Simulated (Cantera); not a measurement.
A perfectly stirred reactor is fed with 3.10 % CH₄, 93.9 % H₂, 3.00 % H, at 9.00 Torr; it is held at 1675 K, and followed from long to short residence time.

Cantera simulation using GRI-Mech 3.0 (53 species, 325 reactions); the numbers are that mechanism's predictions, not measurements. GRI-Mech 3.0 stops at C3 and has no aromatics, soot or wall deposition, so with more carbon than oxygen in the feed, carbon stays in small species such as C2H2 where larger ones or solid carbon would form. Radical loss at walls, strong at low pressure, is not modelled.

x: mole fraction; the columns are a selection and need not sum to one.

```tsv
τ (s)	x CH₄	x H₂	x H	x C₂H₄	x C₂H₆
4.7	0.00749	0.979	0.00162	…	3.53e-7
1.4	0.00995	0.977	0.00215	…	8.45e-7
0.39	0.0125	0.975	0.00309	…	1.92e-6
0.11	0.0149	0.972	0.00455	…	3.92e-6
0.032	0.0170	0.968	0.00666	…	7.20e-6
0.0092	0.0187	0.964	0.00965	…	1.21e-5
0.0027	0.0201	0.958	0.0134	0.000271	1.79e-5
0.00076	0.0212	0.953	0.0173	0.000273	2.20e-5
```

Task: What belongs in the gaps?

Result: 
- 4.7, x C₂H₄: 1.63e-5
- 1.4, x C₂H₄: 2.60e-5
- 0.39, x C₂H₄: 4.62e-5
- 0.11, x C₂H₄: 8.21e-5
- 0.032, x C₂H₄: 0.000137
- 0.0092, x C₂H₄: 0.000209
